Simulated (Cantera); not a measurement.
An adiabatic, constant-pressure homogeneous reactor starts with 2.67 % C₃H₈, 17.3 % O₂, 65.1 % N₂, 10.7 % H₂O, 4.27 % H₂, equivalence ratio 0.89, at 950 K and 150000 Pa.

Detailed kinetics in Cantera: GRI-Mech 3.0 (53 species, 325 reactions). GRI-Mech 3.0 was tuned for natural gas; its chemistry of propane as a main component is partial and can be far from experiment. Below about 1000 K GRI-Mech 3.0 lacks low-temperature oxidation paths.

### Question
Predict: time of steepest temperature rise; temperature at 3.00 s; equilibrium temperature; x(O₂) at 3.00 s; x(H₂O) at 3.00 s; x(N₂O) at 3.00 s.

### Answer
```json
{
 "time_of_steepest_temperature_rise": "67.8 ms",
 "temperature at 3.00 s": "2401 K",
 "equilibrium_temperature": "2401 K",
 "x(O₂) at 3.00 s": "0.0200 (gas-phase equilibrium 0.0200)",
 "x(H₂O) at 3.00 s": "0.242 (gas-phase equilibrium 0.242)",
 "x(N₂O) at 3.00 s": "3.27e-7 (gas-phase equilibrium 3.27e-7)"
}
```
